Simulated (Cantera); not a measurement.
A closed system holds: 1 mol MgO, 0.23 mol H2S, 0.35 mol O2, held at 100 Torr.

Cantera equilibrium calculation (NASA polynomials, part measured and part estimated; ideal gas, pure solids and liquids). Candidate condensed phases: H2O, H2SO4, Mg, MgO, Mg(OH)2, MgS, MgSO4, S; 26 gas species. Mutual solubility and eutectic melting of coexisting phases are not modelled. Rates play no part.

Task: Which condensed phases are stable at each of these points (T (K)): 975, 1025, 1075, 1125, 1175, 1225, 1275, 1325, 1375, 1425, 1475, 1525?

Result: 
| T (K) | condensed phases | Mg condensed (%) |
|---|---|---|
| 975 | MgO(s) + MgSO4(s) | 100.0 |
| 1025 | MgO(s) + MgSO4(s) | 100.0 |
| 1075 | MgO(s) + MgSO4(s) | 100.0 |
| 1125 | MgO(s) + MgSO4(s) | 100.0 |
| 1175 | MgO(s) | 100.0 |
| 1225 | MgO(s) | 100.0 |
| 1275 | MgO(s) | 100.0 |
| 1325 | MgO(s) | 100.0 |
| 1375 | MgO(s) | 100.0 |
| 1425 | MgO(s) | 100.0 |
| 1475 | MgO(s) | 100.0 |
| 1525 | MgO(s) | 100.0 |

From 975 K to 1125 K the condensed part is MgO(s) + MgSO4(s). From 1175 K to 1525 K the condensed part is MgO(s).
